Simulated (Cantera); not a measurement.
Cantera run, input and output.

```python
import numpy as np
import cantera as ct

gas = ct.Solution("gri30.yaml")
gas.TPX = 1498, 13332, {'CO': 0.0014, 'O2': 0.092, 'H2O': 0.00017, 'N2': 1}
reactor = ct.IdealGasConstPressureReactor(gas, energy="off", clone=False)
net = ct.ReactorNet([reactor])
net.rtol, net.atol = 1e-08, 1e-18
show = ['CO', 'O2', 'H2O', 'OH', 'HO2', 'NO']
times = np.geomspace(0.0001, 5, 15)

steps = ct.SolutionArray(gas, extra=["t"])
rows = []
print(f"{'t/s':>10s}{'T/K':>9s}{'P/Pa':>11s}" + "".join(f"{s:>11s}" for s in show))
for t in times:
    while net.time < t:
        t_next = net.step()
        steps.append(gas.state, t=t_next)
    rows.append([np.interp(t, steps.t, y) for y in (steps.T, steps.P, *steps(*show).X.T)])
    print(f"{t:10.3e}{rows[-1][0]:9.1f}{rows[-1][1]:11.4g}" + "".join(f"{x:11.3e}" for x in rows[-1][2:]))
rate = np.gradient(steps.T, steps.t)
print("integrator steps:", len(steps.t))
if steps.T.max() > steps.T[0] + 200:
    print(f"time of steepest temperature rise: {steps.t[rate.argmax()]:.4e} s")
gas.TPX = 1498, 13332, {'CO': 0.0014, 'O2': 0.092, 'H2O': 0.00017, 'N2': 1}
gas.equilibrate("TP")
print(f"equilibrium (TP): T = {gas.T:.1f} K  " + "  ".join(f"{s} {gas[s].X[0]:.3e}" for s in show))
```

Result:

```
       t/s      T/K       P/Pa         CO         O2        H2O         OH        HO2         NO
 1.000e-04   1498.0  1.333e+04  1.280e-03  8.413e-02  1.555e-04  3.670e-11  3.084e-11  2.952e-16
 2.166e-04   1498.0  1.333e+04  1.280e-03  8.413e-02  1.555e-04  9.348e-11  6.537e-11  1.435e-15
 4.691e-04   1498.0  1.333e+04  1.280e-03  8.413e-02  1.555e-04  2.681e-10  1.351e-10  6.852e-15
 1.016e-03   1498.0  1.333e+04  1.280e-03  8.413e-02  1.555e-04  8.852e-10  2.656e-10  3.237e-14
 2.201e-03   1498.0  1.333e+04  1.280e-03  8.413e-02  1.555e-04  3.327e-09  4.733e-10  1.528e-13
 4.767e-03   1498.0  1.333e+04  1.280e-03  8.413e-02  1.554e-04  1.382e-08  7.264e-10  7.302e-13
 1.032e-02   1498.0  1.333e+04  1.280e-03  8.413e-02  1.554e-04  6.511e-08  1.055e-09  3.776e-12
 2.236e-02   1498.0  1.333e+04  1.278e-03  8.413e-02  1.552e-04  4.438e-07  2.785e-09  2.771e-11
 4.843e-02   1498.0  1.333e+04  1.240e-03  8.409e-02  1.513e-04  8.065e-06  2.410e-08  6.965e-10
 1.049e-01   1498.0  1.333e+04  6.330e-04  8.353e-02  1.292e-04  4.645e-05  1.036e-07  8.629e-08
 2.272e-01   1498.0  1.333e+04  6.005e-05  8.323e-02  1.271e-04  4.977e-05  1.080e-07  1.010e-06
 4.921e-01   1498.0  1.333e+04  6.022e-06  8.342e-02  1.389e-04  3.143e-05  6.206e-08  2.136e-06
 1.066e+00   1498.0  1.333e+04  1.493e-06  8.350e-02  1.468e-04  1.720e-05  2.691e-08  2.780e-06
 2.308e+00   1498.0  1.333e+04  4.086e-07  8.353e-02  1.508e-04  9.436e-06  9.968e-09  3.042e-06
 5.000e+00   1498.0  1.333e+04  1.348e-07  8.353e-02  1.527e-04  5.705e-06  4.043e-09  3.149e-06
integrator steps: 1154
equilibrium (TP): T = 1498.0 K  CO 5.816e-08  O2 8.313e-02  H2O 1.536e-04  OH 3.967e-06  HO2 2.260e-09  NO 8.253e-04
```

Detailed kinetics in Cantera: GRI-Mech 3.0 (53 species, 325 reactions).
